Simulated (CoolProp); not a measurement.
Properties of hydrogen sulfide along the isotherm 116.95 °C (Tc = 100.0 °C, pc = 8.999 MPa, ω = 0.101).

Model: reference Helmholtz-energy equation of state, Lemmon 2006, in CoolProp. It is a short technical equation, of lower accuracy than the large ones.

```
p (MPa)          phase  speed of sound (m/s)  Joule-Thomson coefficient (K/MPa)  viscosity (µPa s)
-------  -------------  --------------------  ---------------------------------  -----------------
0.142              gas                 351.8                              9.449               15.9
0.253              gas                 351.1                              9.459               15.9
0.45               gas                 349.9                              9.476               15.9
0.8                gas                 347.7                              9.506               15.9
1.42               gas                 343.7                              9.558               15.9
2.53               gas                 336.2                              9.643               15.9
4.5                gas                 322.0                              9.746               16.2
8                  gas                 293.2                              9.468               18.4
14.2     supercritical                 388.7                              2.311               49.5
25.3     supercritical                 616.2                             0.5600               71.9
45       supercritical                 815.2                            0.03596               93.2
```

Viscosity comes from a separate model (Quiñones-Cisneros 2012).
